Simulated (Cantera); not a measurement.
Feed: 1 mol HBr, 0.12 mol H2O, 0.22 mol N2, equilibrated at 0.120 bar.

Cantera equilibrium calculation (NASA polynomials, part measured and part estimated; ideal gas, pure solids and liquids). Candidate condensed phases: Br2, H2O; 27 gas species. Kinetics and transport are ignored.

x: gas mole fraction; nothing condenses.

```csv
T (K),x HBr,x N2,x H2O,x Br,x H2,x Br2
775,0.746,0.164,0.0896,?,7.78e-5,7.54e-5
825,0.746,0.164,0.0896,?,0.000131,0.000123
875,0.746,0.164,0.0896,?,0.000209,0.000188
925,0.746,0.164,0.0895,?,0.000323,0.000271
975,0.745,0.164,0.0895,?,0.000486,0.000369
1025,0.745,0.164,0.0895,?,0.000719,0.000477
1075,0.744,0.164,0.0895,?,0.00105,0.000590
1125,0.743,0.164,0.0895,?,0.00151,0.000699
1175,0.741,0.164,0.0894,?,0.00216,0.000798
```

**Question.** Complete the blanks.

**Answer.** 
- 775, x Br: 4.74e-6
- 825, x Br: 1.51e-5
- 875, x Br: 4.22e-5
- 925, x Br: 0.000105
- 975, x Br: 0.000235
- 1025, x Br: 0.000482
- 1075, x Br: 0.000916
- 1125, x Br: 0.00162
- 1175, x Br: 0.00272
